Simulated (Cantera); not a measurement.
Cantera run:

```python
import numpy as np
import cantera as ct

gas_names = """
    C CN CO CO2 C2 CCN CNC C2N2 C2O C3 C3O2 C4 C4N2 C5 N NCO NO NO2 NO3 N2 N2O O O2 O3 Si SiC SiC2 SiN
    SiO SiO2 Si2 Si2C Si2N Si3
""".split()
cond_names = """
    C(gr) Si(cr) Si(L) SiC(b) SiO2(Lqz) SiO2(hqz) SiO2(L) Si2N2O(s) Si3N4(a)
""".split()


# ... load() reads the species with a 1 bar reference pressure and builds the phases ...
atoms = {
    'Si3N4': {'Si': 3, 'N': 4},
    'CO2': {'C': 1, 'O': 2},
    'N2': {'N': 2},
}
top_T = {'C(gr)': 4500, 'SiC(b)': 3050, 'Si2N2O(s)': 2100, 'Si3N4(a)': 2400}  # K; cautious upper limits of use, not melting points


# ... equilibrate(T, P, feed) seeds the gas with the atoms and calls Mixture.equilibrate('TP', solver="vcs", rtol=1e-11, max_steps=5000) ...
results = []
T = 1473.15  # K
P = 1000  # Pa
for m in [1.8, 3, 5, 8.4, 14, 24, 40, 67, 110, 190]:
    feed = {'Si3N4': 1, 'CO2': 0.072, 'N2': m}  # mol
    mix = equilibrate(T, P, feed)
    results.append((T, P, feed, dict(zip(mix.species_names, mix.species_moles))))
    x = sorted(zip(gas.X, gas.species_names), reverse=True)
    print(f"T = {T:g} K  P = {P:g} Pa  n(N2) = {m:g} mol  gas = {mix.phase_moles(0):.4g} mol")
    print("   x: " + "  ".join(f"{s} {v:.3e}" for v, s in x if v > 0.001))
    print("   condensed (mol): " + ("  ".join(f"{mix.phase(i).name} {mix.phase_moles(i):.4g}"
          for i in range(1, mix.n_phases) if mix.phase_moles(i) > 1e-12) or "none"))
```

Result:

```
T = 1473.15 K  P = 1000 Pa  n(N2) = 1.8 mol  gas = 1.896 mol
   x: N2 9.996e-01
   condensed (mol): SiC(b) 0.07125  Si2N2O(s) 0.1432  Si3N4(a) 0.8808
T = 1473.15 K  P = 1000 Pa  n(N2) = 3 mol  gas = 3.096 mol
   x: N2 9.996e-01
   condensed (mol): SiC(b) 0.07078  Si2N2O(s) 0.1428  Si3N4(a) 0.8812
T = 1473.15 K  P = 1000 Pa  n(N2) = 5 mol  gas = 5.096 mol
   x: N2 9.996e-01
   condensed (mol): SiC(b) 0.06999  Si2N2O(s) 0.142  Si3N4(a) 0.882
T = 1473.15 K  P = 1000 Pa  n(N2) = 8.4 mol  gas = 8.496 mol
   x: N2 9.996e-01
   condensed (mol): SiC(b) 0.06865  Si2N2O(s) 0.1406  Si3N4(a) 0.8834
T = 1473.15 K  P = 1000 Pa  n(N2) = 14 mol  gas = 14.1 mol
   x: N2 9.996e-01
   condensed (mol): SiC(b) 0.06644  Si2N2O(s) 0.1383  Si3N4(a) 0.8856
T = 1473.15 K  P = 1000 Pa  n(N2) = 24 mol  gas = 24.1 mol
   x: N2 9.996e-01
   condensed (mol): SiC(b) 0.06249  Si2N2O(s) 0.1343  Si3N4(a) 0.8896
T = 1473.15 K  P = 1000 Pa  n(N2) = 40 mol  gas = 40.1 mol
   x: N2 9.996e-01
   condensed (mol): SiC(b) 0.05617  Si2N2O(s) 0.1279  Si3N4(a) 0.8959
T = 1473.15 K  P = 1000 Pa  n(N2) = 67 mol  gas = 67.1 mol
   x: N2 9.996e-01
   condensed (mol): SiC(b) 0.04552  Si2N2O(s) 0.1171  Si3N4(a) 0.9066
T = 1473.15 K  P = 1000 Pa  n(N2) = 110 mol  gas = 110.1 mol
   x: N2 9.996e-01
   condensed (mol): SiC(b) 0.02854  Si2N2O(s) 0.09985  Si3N4(a) 0.9237
T = 1473.15 K  P = 1000 Pa  n(N2) = 190 mol  gas = 190.1 mol
   x: N2 9.996e-01
   condensed (mol): Si2N2O(s) 0.07081  Si3N4(a) 0.9524
```

These are equilibrium values from Cantera (NASA tables, ideal gas, pure condensed phases), not measurements of a reactor. Mutual solubility and eutectic melting of coexisting phases are not modelled.
